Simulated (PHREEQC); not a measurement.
Consider water at 45 °C with 0.017 mol/kgw NH3, 0.0003 mol/kgw K2SiO3 and 0.29 mol/kgw (CH3)4NCl. Closed to the air; pH follows from the charge balance.

Equilibrium calculation in PHREEQC: ion-association model, wateq4f.dat.

Each row changes one thing in this solution. No solid was allowed to form.

```
case                                      pH  ionic strength (mol/kgw)  NH3 (mol/kgw)  NH4+ (mol/kgw)
-------------------------------------  -----  ------------------------  -------------  --------------
as made                                10.22                     0.291         0.0164        0.000635
K2SiO3 left out                        10.13                     0.291         0.0162        0.000781
(CH3)4NCl left out                     10.28                   0.00103         0.0166        0.000426
diluted 5-fold with water               9.84                    0.0584        0.00314        0.000264
K2SiO3 from 0.0003 to 0.00033 mol/kgw  10.23                     0.291         0.0164        0.000623
```

(CH3)4N+ isn't in the database: it is added as a free cation with an ion size of 4 Å. At this temperature some constants are extrapolated from 25 °C, and those without enthalpy data are left unchanged.
